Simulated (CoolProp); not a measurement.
Isobutane at 298.15 K and 0.193 MPa is compressed adiabatically to 1.44 MPa with isentropic efficiency 0.8. Each further row changes one setting.

Model: reference Helmholtz-energy equation of state, Bücker 2006, in CoolProp.

| case | work (kJ/kg) | final temperature (K) | final density (kg/m³) |
|---|---|---|---|
| as stated | 103 | (withheld) | 34.7 |
| efficiency 1 | (withheld) | (withheld) | (withheld) |
| efficiency 0.65 | 127 | 381.8 | 32.8 |

What belongs in the gaps?


- as stated, final temperature (K): 371.7
- efficiency 1, work (kJ/kg): 82.6
- efficiency 1, final temperature (K): 363.1
- efficiency 1, final density (kg/m³): 36.8
